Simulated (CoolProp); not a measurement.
Vapour-liquid equilibrium of propylene (1) + propane (2) at 50.7 kPa; x and y are mole fractions of (1).

Computed with CoolProp (multi-fluid Helmholtz-energy mixture model, Lemmon 2013 and Lemmon 2009; pair parameters Bell 2016).

```
x     bubble temperature, mixture model (°C)  bubble temperature, Raoult's law (°C)  y, mixture model  y, Raoult's law
----  --------------------------------------  -------------------------------------  ----------------  ---------------
0.05                              (withheld)                                  -57.0             0.070            0.064
0.2                                    -58.3                                  -57.8             0.258            0.245
0.35                                   -59.2                                  -58.6        (withheld)            0.412
0.5                               (withheld)                                  -59.4             0.565            0.565
0.65                              (withheld)                                  -60.1             0.699            0.707
0.8                               (withheld)                                  -60.9        (withheld)            0.839
0.95                              (withheld)                                  -61.5             0.956            0.961
```

Problem. Fill in the missing entries.

Solution. 
- 0.05, bubble temperature, mixture model (°C): -57.1
- 0.35, y, mixture model: 0.420
- 0.5, bubble temperature, mixture model (°C): -60.0
- 0.65, bubble temperature, mixture model (°C): -60.7
- 0.8, bubble temperature, mixture model (°C): -61.2
- 0.8, y, mixture model: 0.827
- 0.95, bubble temperature, mixture model (°C): -61.6

The largest gap from Raoult's law is -0.6 K in bubble temperature, at x = 0.5. No azeotrope shows between x = 0.05 and 0.95.

The pair parameters rest on a limited set of measurements; away from them the model extrapolates.
